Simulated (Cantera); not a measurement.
Feed: 1 mol SiHCl3, 0.65 mol CH4, 9.9 mol H2, equilibrated at 133 Pa.

Equilibrium computed with Cantera from the NASA thermochemical tables; the gas is ideal and each condensed phase is pure. Candidate condensed phases: C, C6H6, C7H8, C8H18, Si, SiC; 109 gas species. The tables' values for SiCl3, SiCl are old estimates; treat these amounts as uncertain. Rates play no part. All values below are at 1598 K.

Base state: H2 0.798, HCl 0.174, SiCl2 0.0262, H 0.00130, SiCl3 0.000257, Cl 0.000224, SiCl 3.34e-5, Si 1.41e-5 (mole fractions); condensed: SiC(s).

**Question.** What changes in the equilibrium state with this change: H2 from 9.9 to 330 mol?

**Answer.** 
```csv
species,before,after
H2,0.798,0.990
HCl,0.174,0.00848
H,0.00130,0.00145
SiCl2,0.0262,0.000250
SiCl3,0.000257,1.07e-7
Cl,0.000224,9.83e-6
Si,1.41e-5,7.01e-5
SiCl,3.34e-5,7.27e-6
"SiC(s), mol",0.650,0.650
"Si(s), mol",0,0.237
```
Mutual solubility and eutectic melting of coexisting phases are not modelled.
